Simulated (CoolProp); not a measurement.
Vapour pressure (MPa) of R1123: the reference equation beside estimates from Tc = 58.6 °C, pc = 4.549 MPa, ω = 0.243. Clausius-Clapeyron is anchored at -29.15 °C with a constant enthalpy of vaporisation of 16.44 kJ/mol.

Values from CoolProp's reference Helmholtz-energy equation of state, Akasaka 2020.

| T (°C) | reference | Lee-Kesler | Clausius-Clapeyron | Soave-Redlich-Kwong |
|---|---|---|---|---|
| -50.85 | 0.1683 | 0.1675 | 0.1878 | 0.1676 |
| -45.45 | 0.2145 | 0.2141 | 0.2319 | 0.2140 |
| -40.05 | 0.2698 | 0.2699 | 0.2835 | 0.2697 |
| -34.55 | 0.3368 | 0.3375 | 0.3448 | 0.3374 |
| -29.15 | 0.4142 | 0.4157 | 0.4142 | 0.4157 |
| -23.75 | 0.5043 | 0.5066 | 0.4936 | 0.5071 |
| -18.25 | 0.6105 | 0.6138 | 0.5857 | 0.6150 |
| -12.85 | 0.7302 | 0.7344 | 0.6880 | 0.7369 |

Absolute difference from the reference over all 8 rows, mean and median: Lee-Kesler 0.4 and 0.4 %, Clausius-Clapeyron 4.9 and 4.6 %, Soave-Redlich-Kwong 0.4 and 0.4 %.
